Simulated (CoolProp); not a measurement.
R125 at 286.03 K and 13.4 MPa flows at 3.8 m/s in a round tube of 50 mm bore and 0.25 µm roughness, fully developed (64/Re and Nu = 3.66 if laminar; Colebrook and Gnielinski if turbulent). Each further row changes one setting.

Model: reference Helmholtz-energy equation of state, Lemmon 2005, in CoolProp.

```json
[
 {"case": "as stated", "Reynolds number": "1150000", "Darcy friction factor": "0.0115", "pressure drop (Pa/m)": "2240", "heat-transfer coefficient (W/(m² K))": "5330", "mass flow (kg/h)": "36200"},
 {"case": "velocity 7.6 m/s", "Reynolds number": "2300000", "Darcy friction factor": "0.0103", "pressure drop (Pa/m)": "8050", "heat-transfer coefficient (W/(m² K))": "9800", "mass flow (kg/h)": "72400"},
 {"case": "diameter 100 mm", "Reynolds number": "2300000", "Darcy friction factor": "0.0102", "pressure drop (Pa/m)": "997", "heat-transfer coefficient (W/(m² K))": "4860", "mass flow (kg/h)": "145000"}
]
```

Viscosity comes from a separate model (Huber 2006). Thermal conductivity comes from a separate model (Perkins 2006).
